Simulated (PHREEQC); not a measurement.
# Buffer: speciation

Consider water at 20 °C with 0.091 mol/kgw H3PO4 and 0.27 mol/kgw K2HPO4. Closed to the air; pH follows from the charge balance.

Equilibrium calculation in PHREEQC: ion-association model, wateq4f.dat.

Precipitation was switched off in this run.

Problem. What pH does the model give?

Solution. pH 6.60.

Problem. In which forms is K present?

Solution. K+ 95 %, KHPO4- 5.1 % of the K.

H3PO4, which wateq4f.dat lacks, is added to it with the constant of phreeqc.dat.
